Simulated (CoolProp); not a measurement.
A single-stage vapour-compression cycle with n-butane: evaporating at 290.15 K (dew point), condensing at 352.15 K (bubble point), superheat 0 K, subcooling 8 K, compressor efficiency 0.85, no pressure losses. Each further row changes one setting.

The numbers come from the reference Helmholtz-energy equation of state, Bücker 2006 in CoolProp.

| case | cooling COP | pressure ratio | discharge temperature (K) | refrigerating effect (kJ/kg) | volumetric capacity (kJ/m³) |
|---|---|---|---|---|---|
| as stated | (withheld) | 5.26 | 352.2 | 231 | 1120 |
| evaporating temperature 295.15 K | 3.44 | 4.47 | 352.2 | (withheld) | (withheld) |
| condensing temperature 347.15 K | 3.42 | (withheld) | 347.1 | 244 | 1180 |
| subcooling 13 K | 3.20 | 5.26 | 352.2 | 244 | 1180 |
| superheat 10 K | (withheld) | 5.26 | 357.4 | 248 | (withheld) |
| compressor efficiency 0.75 | (withheld) | 5.26 | 352.3 | 231 | 1120 |

Some entries are withheld; supply them.


- as stated, cooling COP: 3.02
- evaporating temperature 295.15 K, refrigerating effect (kJ/kg): 238
- evaporating temperature 295.15 K, volumetric capacity (kJ/m³): 1340
- condensing temperature 347.15 K, pressure ratio: 4.71
- superheat 10 K, cooling COP: 3.09
- superheat 10 K, volumetric capacity (kJ/m³): 1150
- compressor efficiency 0.75, cooling COP: 2.67

The compression ends wet for: as stated; evaporating temperature 295.15 K; condensing temperature 347.15 K; subcooling 13 K.
